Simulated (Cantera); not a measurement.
An isothermal plug-flow reactor at 750 K and 9.90 bar (inlet), inlet velocity 0.078 m/s, active area per volume 2100 1/m; feed CO : O₂ : N₂ : H₂O = 0.0057 : 0.029 : 0.79 : 0.035 (molar parts).

Model: Deutschmann's 1995 Pt surface mechanism with GRI-Mech 3.0 gas chemistry, integrated in Cantera. Catalytic surfaces can have several steady states; this one follows from the mechanism file's or the stated starting coverage. Mass transfer to the wall is taken as infinitely fast.

x: gas mole fraction; θ: surface coverage.

| z (m) | x CO | x O₂ | x H₂O | x CO₂ | θ free Pt | θ O* | θ OH* | θ CO* |
|---|---|---|---|---|---|---|---|---|
| 0.00016 | 0.00126 | 0.0311 | 0.0408 | 0.00539 | 0.0179 | 0.969 | 0.0119 | 0.00158 |
| 0.00029 | 0.000955 | 0.0310 | 0.0408 | 0.00569 | 0.0146 | 0.974 | 0.0108 | 0.000791 |
| 0.00052 | (withheld) | 0.0308 | 0.0408 | 0.00598 | (withheld) | 0.977 | 0.0101 | (withheld) |
| 0.00092 | 0.000405 | 0.0307 | 0.0408 | 0.00625 | 0.0117 | 0.978 | 0.00962 | 0.000212 |
| 0.0016 | 0.000196 | 0.0306 | 0.0408 | 0.00646 | 0.0109 | 0.980 | 0.00933 | 9.02e-5 |
| 0.0029 | 5.60e-5 | 0.0305 | 0.0408 | 0.00660 | 0.0105 | 0.980 | 0.00915 | 2.38e-5 |
| 0.0052 | (withheld) | 0.0305 | 0.0408 | 0.00665 | 0.0104 | 0.980 | 0.00910 | (withheld) |
| 0.0092 | 1.77e-7 | 0.0305 | 0.0408 | 0.00665 | 0.0104 | 0.981 | 0.00909 | 7.33e-8 |
| 0.016 | 3.67e-10 | 0.0305 | 0.0408 | 0.00665 | 0.0104 | 0.981 | 0.00909 | 1.52e-10 |

### Question
Complete the blanks.

### Answer

- 0.00052, x CO: 0.000667
- 0.00052, θ free Pt: 0.0128
- 0.00052, θ CO*: 0.000423
- 0.0052, x CO: 6.75e-6
- 0.0052, θ CO*: 2.80e-6
